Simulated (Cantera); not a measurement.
# Adiabatic ignition

An adiabatic, constant-pressure homogeneous reactor starts with 13.0 % CO, 1.82 % H2, 3.11 % CH4, 17.3 % O2, 64.9 % N2, at 1000 K and 0.987 atm.

Model: GRI-Mech 3.0 (53 species, 325 reactions), integrated in Cantera.

```
t (s)     T (K)    x CO     x H2   x CH4      x OH       x O
--------  -----  ------  -------  ------  --------  --------
2.00e-6    1000   0.130   0.0182  0.0311  4.93e-12  3.99e-11
7.06e-6    1000   0.130   0.0182  0.0311  1.96e-11  9.75e-11
2.49e-5    1000   0.130   0.0182  0.0311  4.07e-11  1.65e-10
8.79e-5    1000   0.130   0.0182  0.0311  5.98e-11  2.11e-10
0.000310   1000   0.130   0.0182  0.0311  1.38e-10  3.79e-10
0.00110    1000   0.130   0.0182  0.0311   1.18e-9   2.54e-9
0.00387    1009   0.129   0.0180  0.0304   1.51e-6   1.59e-6
0.0136     2498  0.0248  0.00215  <1e-12   0.00874   0.00312
0.0482     2490  0.0245  0.00213  <1e-12   0.00842   0.00291
0.170      2490  0.0245  0.00213  <1e-12   0.00840   0.00290
0.600      2490  0.0245  0.00213  <1e-12   0.00840   0.00290
```
x: mole fraction; the columns are a selection and need not sum to one.

The time of steepest temperature rise is 6.79 ms, the temperature at 0.600 s is 2490 K and the equilibrium temperature comes out as 2490 K. The x(CO) at 0.600 s is 0.0245 (gas-phase equilibrium 0.0245) and the x(H2) at 0.600 s is 0.00213 (gas-phase equilibrium 0.00213). The x(CH4) at 0.600 s comes out as <1e-12 (gas-phase equilibrium <1e-12).
